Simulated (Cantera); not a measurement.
Counterflow diffusion flame

A counterflow diffusion flame at 975 Torr, nozzles 20 mm apart: fuel side CO : H2 = 1 : 0.76 (molar parts) at 300 K, oxidiser side O2 : N2 = 0.21 : 0.79 (molar parts) at 698 K, fuel mass flux 1.1 times the oxidiser's; mixture-averaged transport, no radiation.

Computed with Cantera and GRI-Mech 3.0 (53 species, 325 reactions). The maximum strain rate includes the flame's own expansion and is several times the mean.

```
oxidiser flux (kg/m²/s)  max strain (1/s)  mean strain (1/s)  T max (K)  peak x OH  peak x H  peak x NO  peak x CO
-----------------------  ----------------  -----------------  ---------  ---------  --------  ---------  ---------
0.78                                  443                109       2332     0.0143    0.0100   0.000260      0.604
0.99                                  554                139       2301     0.0144    0.0109   0.000204      0.603
1.3                                   715                182       2266     0.0146    0.0121   0.000156      0.602
1.6                                   869                224       2242     0.0148    0.0131   0.000131      0.602
2                                    1070                280       2211     0.0149    0.0142   0.000107      0.602
2.6                                  1370                365       2172     0.0148    0.0156    8.57e-5      0.602
3.3                                  1720                463       2137     0.0148    0.0170    7.13e-5      0.601
4.2                                  2160                589       2098     0.0147    0.0185    6.01e-5      0.601
5.3                                  2690                743       2061     0.0145    0.0199    5.19e-5      0.601
6.8                                  3410                954       2019     0.0142    0.0215    4.48e-5      0.601
```
x: mole fraction; the columns are a selection and need not sum to one.
